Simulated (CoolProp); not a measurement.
Vapour-liquid equilibrium of R13 (1) + n-butane (2) at 214.3 K; x and y are mole fractions of (1).

Model: multi-fluid Helmholtz-energy mixture model, Platzer 1990 and Bücker 2006; pair parameters Bell 2016, in CoolProp. This equation is an older, rougher fit; its heat capacities, sound speeds and derivatives of the liquid may be far off and weren't checked against measurements.

```
x     bubble pressure, mixture model (bar)  bubble pressure, Raoult's law (bar)  y, mixture model  y, Raoult's law
----  ------------------------------------  -----------------------------------  ----------------  ---------------
0.05                                0.3971                               0.1984             0.867            0.741
0.15                                     …                               0.4870             0.946            0.906
0.25                                     …                               0.7756             0.964            0.948
0.35                                     …                                1.064                 …            0.967
0.45                                 1.793                                1.353             0.977            0.978
0.55                                 1.977                                1.641             0.981            0.985
0.65                                 2.152                                1.930             0.984            0.990
0.75                                     …                                2.219             0.988            0.994
0.85                                 2.546                                2.507             0.992            0.997
0.95                                 2.795                                2.796             0.997            0.999
```

Problem. Some entries are withheld; supply them.

Solution. 
- 0.15, bubble pressure, mixture model (bar): 0.9267
- 0.25, bubble pressure, mixture model (bar): 1.303
- 0.35, bubble pressure, mixture model (bar): 1.578
- 0.35, y, mixture model: 0.972
- 0.75, bubble pressure, mixture model (bar): 2.336

The largest gap from Raoult's law is +100.2 % in bubble pressure, at x = 0.05. No azeotrope shows between x = 0.05 and 0.95.

The pair parameters rest on a limited set of measurements; away from them the model extrapolates. With so large a gap from Raoult's law the liquid may split in two, which this calculation doesn't test in full.
